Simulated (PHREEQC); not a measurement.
Dissolve 3.3 mmol/kgw HCl and 0.034 mmol/kgw MnSO4 at 25 °C. Closed to the air; pH follows from the charge balance.

Equilibrium calculation in PHREEQC: ion-association model, wateq4f.dat.

Precipitation was switched off in this run.

Question: Order these S species by the share of S that they hold, largest first: SO4-2, MnSO4, HSO4-.

Answer: SO4-2 (80 %), HSO4- (20 %), MnSO4 (0.29 %)

The pH is 2.51 and the ionic strength 0.00342 mol/kgw.
